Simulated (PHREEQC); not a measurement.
0.018 g of hydrous ferric oxide (600 m²/g; 0.2 weak and 0.005 strong sites per Fe, Dzombak-Morel constants, diffuse double layer) in 1 kg of water with 0.1 mol/kgw of an inert sodium salt and 5.9e-07 mol/kgw PbCl2 and 1.5e-07 mol/kgw SrCl2, at 25 °C; the pH is set by adding NaOH or the inert anion's acid. Oxygen alone is held at its pressure in air (log pO2 = -0.68). No CO2 enters from the air. Precipitation was switched off in this run.

The series has 13 steps of pH, from 4 to 10.

Computed with PHREEQC (ion-association model, wateq4f.dat).

Problem. Near which pH is half of the Pb sorbed, and on which side is more sorbed?

Solution. Near pH 4.7, with more sorbed at higher pH.

Problem. Near which pH is half of the Sr sorbed, and on which side is more sorbed?

Solution. Near pH 9.4, with more sorbed at higher pH.
